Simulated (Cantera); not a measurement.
Gas mixture: N2O : O2 : CO2 = 0.91 : 0.62 : 0.92 (molar parts), at 0.650 bar, frozen composition.

Cantera's kinetic-theory transport with the Lennard-Jones parameters of GRI-Mech 3.0, ideal gas; thermal conductivity in the multicomponent form. The composition is frozen, though it would react at the higher temperatures.

D: mixture-averaged diffusion coefficient of that species in the mixture.

| T (K) | ρ (kg/m³) | cp (J/kg/K) | μ (µPa s) | λ (mW/m/K) | Pr | D (cm²/s) H2O | D (cm²/s) CH3 | D (cm²/s) H |
|---|---|---|---|---|---|---|---|---|
| 400 | 0.801 | 951.5 | 20.8 | 27.1 | 0.730 | 0.484 | 0.486 | (withheld) |
| 550 | 0.582 | 1046 | 27.0 | 38.6 | 0.732 | 0.898 | 0.858 | (withheld) |
| 700 | 0.458 | 1117 | 32.5 | 49.5 | 0.733 | 1.41 | 1.31 | (withheld) |
| 850 | 0.377 | 1172 | 37.5 | 59.9 | 0.733 | 2.02 | 1.82 | (withheld) |
| 1000 | 0.320 | 1214 | 42.1 | 69.7 | 0.733 | 2.70 | 2.40 | (withheld) |
| 1150 | 0.279 | 1244 | 46.3 | 78.7 | 0.732 | 3.46 | 3.04 | (withheld) |
| 1300 | 0.246 | 1269 | 50.4 | 87.3 | 0.732 | 4.29 | 3.74 | (withheld) |

Task: Fill in the missing entries.

Result: 
- 400, D (cm²/s) H: 2.76
- 550, D (cm²/s) H: 4.86
- 700, D (cm²/s) H: 7.41
- 850, D (cm²/s) H: 10.3
- 1000, D (cm²/s) H: 13.6
- 1150, D (cm²/s) H: 17.3
- 1300, D (cm²/s) H: 21.2
